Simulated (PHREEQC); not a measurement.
Consider water at 20 °C with 0.007 mol CaCl2, 0.0011 mol HBr and 0.00029 mol PbCl2 per kg of water. Closed to the air; pH follows from the charge balance.

Computed with PHREEQC (ion-association model, wateq4f.dat).

```json
{
 "pH": "3.01",
 "ionic_strength": "0.0228 mol/kgw",
 "total_alkalinity": "-1.10 meq/kg"
}
```

```tsv
species	molality	activity	log γ
Cl-	0.0145	0.0125	-0.065
Ca+2	0.00700	0.00402	-0.241
H+	0.00110	0.000974	-0.053
Br-	0.00109	0.000945	-0.063
Pb+2	0.000219	0.000123	-0.252
PbCl+	6.23e-5	5.39e-5	-0.063
PbBr+	7.27e-6	6.29e-6	-0.063
PbCl2	1.17e-6	1.17e-6	0.002
PbCl3-	1.31e-8	1.13e-8	-0.063
PbBr2	3.01e-9	3.02e-9	0.002
PbOH+	2.84e-9	2.46e-9	-0.063
```

This is a speciation only: nothing precipitates in the calculation.
